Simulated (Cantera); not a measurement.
## NO annealing gas

An isothermal, constant-pressure homogeneous reactor starts with NO : N2 = 1 : 3.9 (molar parts), at 2023 K and 100000 Pa.

Cantera simulation using GRI-Mech 3.0 (53 species, 325 reactions); the numbers are that mechanism's predictions, not measurements.

```json
[
 {"t (s)": "1.00e-6", "x NO": "0.204", "x NO2": "4.71e-10", "x O2": "9.80e-12", "x N2O": "5.70e-8", "x N2": "0.796", "x O": "5.67e-8"},
 {"t (s)": "7.50e-6", "x NO": "0.204", "x NO2": "2.48e-8", "x O2": "5.37e-10", "x N2O": "4.24e-7", "x N2": "0.796", "x O": "4.08e-7"},
 {"t (s)": "5.62e-5", "x NO": "0.204", "x NO2": "9.11e-7", "x O2": "2.70e-8", "x N2O": "2.97e-6", "x N2": "0.796", "x O": "2.53e-6"},
 {"t (s)": "0.000422", "x NO": "0.204", "x NO2": "1.41e-5", "x O2": "2.13e-6", "x N2O": "1.42e-5", "x N2": "0.796", "x O": "1.81e-5"},
 {"t (s)": "0.00316", "x NO": "0.204", "x NO2": "4.48e-5", "x O2": "0.000164", "x N2O": "2.02e-5", "x N2": "0.796", "x O": "5.21e-5"},
 {"t (s)": "0.0237", "x NO": "0.201", "x NO2": "5.20e-5", "x O2": "0.00169", "x N2O": "1.95e-5", "x N2": "0.798", "x O": "6.07e-5"},
 {"t (s)": "0.178", "x NO": "0.177", "x NO2": "8.12e-5", "x O2": "0.0132", "x N2O": "1.51e-5", "x N2": "0.809", "x O": "0.000104"},
 {"t (s)": "1.33", "x NO": "0.0671", "x NO2": "6.38e-5", "x O2": "0.0683", "x N2O": "2.34e-6", "x N2": "0.864", "x O": "0.000212"},
 {"t (s)": "10.0", "x NO": "0.00624", "x NO2": "7.10e-6", "x O2": "0.0988", "x N2O": "3.59e-7", "x N2": "0.895", "x O": "0.000252"}
]
```
x: mole fraction; the columns are a selection and need not sum to one.

Equilibrium at this temperature and pressure: NO 0.00599, NO2 6.81e-6, O2 0.0989, N2O 3.58e-7, N2 0.895, O 0.000252 (gas phase only).
